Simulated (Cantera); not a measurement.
Input: 1 mol SiH4, a varied amount of NO, equilibrated at 648 K and 1000 Pa.

Cantera equilibrium calculation (NASA polynomials, part measured and part estimated; ideal gas, pure solids and liquids). Candidate condensed phases: H2O, Si, SiO2, Si2N2O, Si3N4; 35 gas species. Rates play no part.

log p: log10 of the partial pressure in bar; n: condensed amount in mol.

| n(NO) (mol) | log p H2 | log p N2 | log p H2O | log p O2 | log p NH3 | n SiO2(α-quartz) | n Si2N2O(s) |
|---|---|---|---|---|---|---|---|
| 0.81 | -2.00 | -4.38 | -8.54 | <-14 | … | 0.207 | 0.397 |
| 0.98 | -2.03 | -3.16 | -8.16 | <-14 | … | 0.320 | 0.340 |
| 1.2 | -2.07 | -2.85 | -8.09 | <-14 | -6.24 | 0.467 | 0.267 |
| 1.4 | -2.10 | -2.70 | -8.07 | <-14 | -6.21 | 0.600 | 0.200 |
| 1.7 | -2.14 | -2.56 | -8.07 | <-14 | -6.20 | 0.800 | 0.100 |
| 2.1 | -2.21 | -2.46 | -3.48 | <-14 | -6.25 | 1.00 | 0 |
| 2.5 | -2.34 | -2.41 | -2.81 | <-14 | … | 1.00 | 0 |
| 3.1 | -2.60 | -2.36 | -2.51 | <-14 | … | 1.00 | 0 |
| 3.7 | -3.11 | -2.32 | -2.36 | <-14 | … | 1.00 | 0 |
| 4.5 | <-14 | -2.30 | -2.35 | -3.26 | <-14 | 1.00 | 0 |
| 5.4 | <-14 | -2.30 | -2.43 | -2.89 | <-14 | 1.00 | 0 |
| 6.5 | <-14 | -2.30 | -2.51 | -2.72 | <-14 | 1.00 | 0 |

Some entries are withheld; supply them.


- 0.81, log p NH3: -6.91
- 0.98, log p NH3: -6.34
- 2.5, log p NH3: -6.43
- 3.1, log p NH3: -6.79
- 3.7, log p NH3: -7.54
